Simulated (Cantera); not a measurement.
What does this Cantera script print?

```python
import numpy as np
import cantera as ct

gas_names = """
    SF6 S2
""".split()
cond_names = """
    CaS(s) CaF2(a) CaF2(b) CaF2(L)
""".split()


# ... load() reads the species with a 1 bar reference pressure and builds the phases ...
species = {s.name: s for s in load("nasa_gas.yaml", gas_names) + load("nasa_condensed.yaml", cond_names)}
# Each term lists the table entries of one substance; the one whose range holds T is used.
reactions = {
    '3 CaS + SF6(g) = 3 CaF2 + 2 S2(g)':
        [(-3, ['CaS(s)']), (-1, ['SF6']), (3, ['CaF2(a)', 'CaF2(b)', 'CaF2(L)']), (2, ['S2'])],
}


def pick(names, T):
    return next(species[n] for n in names if species[n].thermo.min_temp <= T <= species[n].thermo.max_temp)


results = []
for label, terms in reactions.items():
    print(label)
    print("     T/K   dH/kJ  dS/(J/K)   dG/kJ   log10 K")
    for T in [300, 1023, 1223, 1423, 1623, 1823, 2023, 2223, 2423]:
        used = [(nu, pick(names, T)) for nu, names in terms]
        dH = sum(nu * s.thermo.h(T) for nu, s in used) / 1e6
        dS = sum(nu * s.thermo.s(T) for nu, s in used) / 1e3
        dG = dH - T * dS / 1e3
        logK = -dG * 1e6 / (ct.gas_constant * T * np.log(10))
        results.append((label, T, dH, dS, dG, logK, [s.name for _, s in used]))
        print(f"{T:8g} {dH:8.1f} {dS:8.1f} {dG:8.1f} {logK:8.2f}")
```

It prints:

```
3 CaS + SF6(g) = 3 CaF2 + 2 S2(g)
     T/K   dH/kJ  dS/(J/K)   dG/kJ   log10 K
     300   -780.7    201.2   -841.0   146.44
    1023   -764.1    229.7   -999.0    51.01
    1223   -755.5    237.3  -1045.7    44.66
    1423   -743.3    246.5  -1094.1    40.16
    1623   -703.6    273.2  -1147.1    36.92
    1823   -598.7    335.2  -1209.8    34.66
    2023   -588.6    340.5  -1277.4    32.98
    2223   -578.8    345.1  -1346.0    31.63
    2423   -569.4    349.2  -1415.4    30.51
```

Source: NASA polynomial tables (part measured, part estimated), evaluated in Cantera. Condensed species are held in their standard states even where they would react or evaporate.
